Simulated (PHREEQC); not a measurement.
**Nickel, zinc or cadmium bath: speciation**

Make-up at 25 °C: 8.9 mmol/kgw ZnSO4, 0.31 mmol/kgw H3BO3 and 0.03 mmol/kgw HCl. Closed to the air; pH follows from the charge balance.

Model: ion-association model, phreeqc.dat, run in PHREEQC.

* **pH**: 4.70
* **ionic strength**: 0.0245 mol/kgw
* **specific conductance**: 1320 µS/cm
* **total alkalinity**: -0.0300 meq/kg

```json
[
 {"species": "Zn+2", "molality": "0.00612", "activity": "0.00341", "log γ": "-0.254"},
 {"species": "SO4-2", "molality": "0.00598", "activity": "0.00333", "log γ": "-0.255"},
 {"species": "ZnSO4", "molality": "0.00265", "activity": "0.00266", "log γ": "0.002"},
 {"species": "H3BO3", "molality": "0.000310", "activity": "0.000312", "log γ": "0.002"},
 {"species": "Zn(SO4)2-2", "molality": "0.000131", "activity": "7.19e-5", "log γ": "-0.261"},
 {"species": "Cl-", "molality": "2.97e-5", "activity": "2.55e-5", "log γ": "-0.067"},
 {"species": "H+", "molality": "2.27e-5", "activity": "2.00e-5", "log γ": "-0.055"},
 {"species": "HSO4-", "molality": "7.53e-6", "activity": "6.48e-6", "log γ": "-0.065"},
 {"species": "ZnCl+", "molality": "2.72e-7", "activity": "2.34e-7", "log γ": "-0.066"},
 {"species": "ZnOH+", "molality": "2.17e-7", "activity": "1.87e-7", "log γ": "-0.065"},
 {"species": "H2BO3-", "molality": "1.04e-8", "activity": "8.96e-9", "log γ": "-0.065"}
]
```

Precipitation was switched off in this run. Complexes and solids missing from the database can't appear.
